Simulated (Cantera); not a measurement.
Feed: 1 mol CuO, 3.7 mol CH4, 0.25 mol CO, 4.5 mol C.

These are equilibrium values from Cantera (NASA tables, ideal gas, pure condensed phases), not measurements of a reactor. Candidate condensed phases: C, C6H6, C7H8, C8H18, Cu, CuO, Cu(OH)2, Cu2O, H2O; 113 gas species. The numbers say what is thermodynamically allowed, not how fast it happens.

Stable condensed phases, one row left out:

```
T in °C \ P in Pa
              10      32     100     320    1000    3200   10000   32000  100000  320000 1000000
   2150        A       A       A       A       A       A       A       A       A       B       B
   2000        A       A       A       A       A       A       A       A       B       B       B
   1850        A       A       A       A       A       A       A       B       B       B       B
   1700        A       A       A       A       A       A       B       B       B       B       B
   1550        A       A       A       A       B       B       B       B       B       B       B
   1400        A       A       A       B       B       B       B       B       B       B       B
   1250        A       B       B       B       B       B       B       B       B       B       B
    950        B       B       B       B       B       B       B       B       B       B       B
```

A: C; B: C + Cu.

Task: Give the row for 1100 °C.

Result: 10: C + Cu; 32: C + Cu; 100: C + Cu; 320: C + Cu; 1000: C + Cu; 3200: C + Cu; 10000: C + Cu; 32000: C + Cu; 100000: C + Cu; 320000: C + Cu; 1000000: C + Cu.
